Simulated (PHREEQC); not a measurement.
0.35 g of hydrous ferric oxide (600 m²/g; 0.2 weak and 0.005 strong sites per Fe, Dzombak-Morel constants, diffuse double layer) in 1 kg of water with 0.005 mol/kgw of an inert sodium salt, at 25 °C; the pH is set by adding NaOH or the inert anion's acid. Oxygen alone is held at its pressure in air (log pO2 = -0.68). The system is closed to CO2. Precipitation was switched off in this run.

Base run: PHREEQC, ion-association model, wateq4f.dat. Each further column changes one thing. The table gives surface charge σ (C/m²).

| pH | base | background salt from 0.005 to 0.0005 mol/kgw | oxide from 0.35 to 1.8 g/kgw | 0.00044 mol/kgw NiCl2 added |
|---|---|---|---|---|
| 3 | 0.304 | 0.245 | 0.312 | 0.312 |
| 4.12 | 0.171 | 0.091 | 0.177 | 0.181 |
| 4.88 | 0.100 | 0.044 | 0.102 | 0.108 |
| 6 | 0.038 | 0.014 | 0.038 | 0.043 |
| 7.12 | 0.011 | 0.004 | 0.011 | 0.021 |
| 7.88 | 0.002 | 0.001 | 0.002 | 0.017 |
| 9 | -0.009 | -0.003 | -0.009 | 0.011 |

The oxide is taken as insoluble; below pH 4 it would dissolve. In at least one series the solution becomes supersaturated in solids that the run did not let form, among them Ni(OH)2.
